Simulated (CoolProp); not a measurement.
Vapour-liquid equilibrium of n-hexane (1) + p-xylene (2) at 370.3 K; x and y are mole fractions of (1).

The numbers come from the multi-fluid Helmholtz-energy mixture model, Thol 2019 and Zhou 2012; pair parameters Bell 2016 in CoolProp.

Task: Give the bubble pressure and the first vapour's composition at x = 0.05, 0.35, 0.5. Is there an azeotrope?

Result: x = 0.05: 0.04183 MPa, y = 0.332; x = 0.35: 0.1077 MPa, y = 0.809; x = 0.5: 0.1361 MPa, y = 0.877. No azeotrope shows between x = 0.05 and 0.95.

The pair parameters rest on a limited set of measurements; away from them the model extrapolates.
